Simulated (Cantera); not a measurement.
Charge: 1 mol BF₃, 1.3 mol H₂, at 0.100 bar.

These are equilibrium values from Cantera (NASA tables, ideal gas, pure condensed phases), not measurements of a reactor. Candidate condensed phases: B; 20 gas species. Rates play no part. All values below are at 477 °C.

Base state: H₂ 0.565, BF₃ 0.435, HF 9.55e-5, BHF₂ 9.55e-5 (mole fractions); condensed: gas only.

**Question.** What changes in the equilibrium state with this change: BF₃ replaced by B₂H₆?

**Answer.** 
| species | before | after |
|---|---|---|
| H₂ | 0.565 | 1.00 |
| BF₃ | 0.435 | 0 |
| HF | 9.55e-5 | 0 |
| BHF₂ | 9.55e-5 | 0 |
| B(s), mol | 0 | 2.00 |
The feed counts by its element totals alone.
